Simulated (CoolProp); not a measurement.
Ethane at several states: fugacity coefficient from the reference equation and from simpler models built on Tc = 305.3 K, pc = 4872 kPa, ω = 0.099; each cubic takes its own stable root.

The numbers come from the reference Helmholtz-energy equation of state, Bücker 2006 in CoolProp.

```tsv
T (K)	p (kPa)	phase	reference
194.6	4940	liquid	0.03852
541.2	27700	supercritical	0.8600
155.7	44.4	liquid	0.3445
444.9	1020	gas	0.9801
558.7	2210	gas	0.9839
```

**Question.** How far does each simpler model (van der Waals, Redlich-Kwong, Soave-Redlich-Kwong, Peng-Robinson) lie from the reference over these 5 states: mean and median of the absolute difference, and the worst?

**Answer.** 
- van der Waals: mean 90.1 %, median 9.8 %, worst +252.8 % at 194.6 K and 4940 kPa
- Redlich-Kwong: mean 4.0 %, median 3.8 %, worst +9.3 % at 194.6 K and 4940 kPa
- Soave-Redlich-Kwong: mean 1.9 %, median 0.3 %, worst +5.2 % at 541.2 K and 27700 kPa
- Peng-Robinson: mean 1.5 %, median 0.7 %, worst +2.9 % at 155.7 K and 44.4 kPa

At some of these states van der Waals gives the other phase, because its saturation line lies elsewhere.
